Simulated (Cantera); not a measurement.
## SiF4 + N2 (silicon nitride deposition)

Feed: 1 mol SiF4, 18 mol N2, at 1.33 mbar.

Equilibrium computed with Cantera from the NASA thermochemical tables; the gas is ideal and each condensed phase is pure. Candidate condensed phases: Si, Si3N4; 16 gas species. The tables' values for SiF3, SiF2 are old estimates; treat these amounts as uncertain. The numbers say what is thermodynamically allowed, not how fast it happens.

```csv
T (K),x N2,x SiF4,x F,x SiF3,x SiF2,x N
1275,0.947,0.0526,3.33e-8,3.33e-8,<1e-12,<1e-12
1350,0.947,0.0526,1.65e-7,1.65e-7,<1e-12,<1e-12
1425,0.947,0.0526,6.87e-7,6.87e-7,5.86e-12,<1e-12
1500,0.947,0.0526,2.48e-6,2.48e-6,6.67e-11,1.62e-12
1575,0.947,0.0526,7.94e-6,7.94e-6,6.02e-10,1.01e-11
1650,0.947,0.0526,2.29e-5,2.28e-5,4.44e-9,5.31e-11
1725,0.947,0.0526,5.99e-5,5.99e-5,2.75e-8,2.42e-10
1800,0.947,0.0525,0.000145,0.000145,1.46e-7,9.75e-10
1875,0.947,0.0523,0.000326,0.000325,6.79e-7,3.51e-9
1950,0.947,0.0519,0.000690,0.000684,2.79e-6,1.15e-8
2025,0.946,0.0512,0.00138,0.00136,1.03e-5,3.43e-8
2100,0.945,0.0499,0.00260,0.00253,3.45e-5,9.50e-8
```
x: gas mole fraction; nothing condenses.

From 1275 K to 2100 K nothing is condensed. The main Si-bearing gas is SiF4 throughout.
